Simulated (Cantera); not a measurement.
Charge: 1 mol SiC, a varied amount of N2O, 8.4 mol H2, at 1300 K and 4.30 Pa.

These are equilibrium values from Cantera (NASA tables, ideal gas, pure condensed phases), not measurements of a reactor. Candidate condensed phases: C, C6H6, C7H8, C8H18, H2O, Si, SiC, SiO2, Si2N2O, Si3N4; 151 gas species. Mutual solubility and eutectic melting of coexisting phases are not modelled. The tables hold silica as quartz up to 1696 K and as liquid above; real silica turns to tridymite and cristobalite and melts near 1996 K. The numbers say what is thermodynamically allowed, not how fast it happens.

x: gas mole fraction; n: condensed amount in mol.

```csv
n(N2O) (mol),x H2,x N2,x CO,x H2O,x CO2,n SiC(s),n Si2N2O(s),n SiO2(β-quartz)
0.062,0.988,0.00612,0.00423,4.01e-8,(withheld),0.964,0.00997,0
0.11,0.980,0.00970,0.00799,5.22e-8,(withheld),0.932,0.0269,0
0.18,0.970,0.0149,0.0133,6.30e-8,(withheld),0.884,0.0512,0
0.31,0.951,0.0243,0.0230,7.54e-8,(withheld),0.797,0.0956,0
0.52,0.922,0.0388,0.0377,8.70e-8,(withheld),0.657,0.166,0
0.9,0.874,0.0631,0.0621,9.78e-8,(withheld),0.403,0.294,0
1.5,0.807,0.0966,0.0958,1.05e-7,(withheld),0.00283,0.494,0
2.6,0.703,0.208,0.0837,6.86e-6,(withheld),0,0.113,0.713
4.4,0.514,0.319,0.0656,0.0946,(withheld),0,0,1.000
```

Problem. Some entries are withheld; supply them.

Solution. 
- 0.062, x CO2: 9.75e-11
- 0.11, x CO2: 2.41e-10
- 0.18, x CO2: 4.92e-10
- 0.31, x CO2: 1.03e-9
- 0.52, x CO2: 2.02e-9
- 0.9, x CO2: 3.94e-9
- 1.5, x CO2: 7.04e-9
- 2.6, x CO2: 4.63e-7
- 4.4, x CO2: 0.00685
